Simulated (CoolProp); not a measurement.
Vapour-liquid equilibrium of R134a (1) + n-butane (2) at 47.15 °C; x and y are mole fractions of (1).

The numbers come from the multi-fluid Helmholtz-energy mixture model, Tillner-Roth 1994 and Bücker 2006; pair parameters Bell 2016 in CoolProp.

```tsv
x	bubble pressure (MPa)	y at the bubble point	dew pressure at overall composition x (MPa)	liquid density (mol/L)
0.05	0.6405	0.282	0.4846	9.401
0.125	0.8379	0.461	0.5266	9.412
0.2	0.9706	0.546	0.5759	9.426
0.275	1.060	0.596	0.6344	9.446
0.35	1.123	0.631	0.7048	9.476
0.425	1.170	0.658	0.7906	9.521
0.5	1.206	0.682	0.8958	9.587
0.575	1.236	0.707	1.022	9.679
0.65	1.261	0.735	1.157	9.803
0.725	1.279	0.767	1.253	9.966
0.8	1.289	0.808	1.288	10.17
0.875	1.285	0.861	1.282	10.42
0.95	1.260	0.934	1.253	10.71
```

y crosses x between x = 0.8 and 0.875: the model has an azeotrope there.

Pair parameters are fitted to limited data, so mixtures are less certain than the pure fluids. With so large a gap from Raoult's law the liquid may split in two, which this calculation doesn't test in full.
